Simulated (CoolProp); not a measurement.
A simple Rankine cycle with water: condensing at 314.15 K, boiler at 10.3 MPa, turbine inlet 601.3 K, turbine efficiency 0.6, pump efficiency 0.8, no recuperator. Each further row changes one setting.

Model: reference Helmholtz-energy equation of state, Wagner 2002, in CoolProp.

| case | thermal efficiency (%) | net work (kJ/kg) | heat in (kJ/kg) | turbine exit temperature (K) | volume ratio over the turbine |
|---|---|---|---|---|---|
| as stated | ? | 597 | 2630 | 314.1 | 811 |
| turbine inlet 621.3 K | ? | ? | 2720 | 314.1 | 758 |
| condensing temperature 306.15 K | 23.4 | 622 | 2660 | 306.1 | 1220 |
| boiler pressure 7.21 MPa | 22.2 | 614 | 2760 | 314.1 | 522 |
| turbine efficiency 0.5 | ? | ? | 2630 | 314.1 | 852 |

### Question
What belongs in the gaps?

### Answer

- as stated, thermal efficiency (%): 22.7
- turbine inlet 621.3 K, thermal efficiency (%): 23.0
- turbine inlet 621.3 K, net work (kJ/kg): 625
- turbine efficiency 0.5, thermal efficiency (%): 18.9
- turbine efficiency 0.5, net work (kJ/kg): 496

The expansion ends wet for: as stated; turbine inlet 621.3 K; condensing temperature 306.15 K; boiler pressure 7.21 MPa; turbine efficiency 0.5.
